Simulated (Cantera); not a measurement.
Charge: 1 mol Cu, 2.1 mol CO, 1.4 mol N2, equilibrated at 1.60 bar.

These are equilibrium values from Cantera (NASA tables, ideal gas, pure condensed phases), not measurements of a reactor. Candidate condensed phases: C, Cu, CuO, Cu2O; 27 gas species. Rates play no part.

Problem. At 975 °C, list the 3 most abundant gas species with their mole fractions, and the condensed phases.

Solution. CO 0.592, N2 0.402, CO2 0.00554. Condensed: C(graphite) + Cu(s).
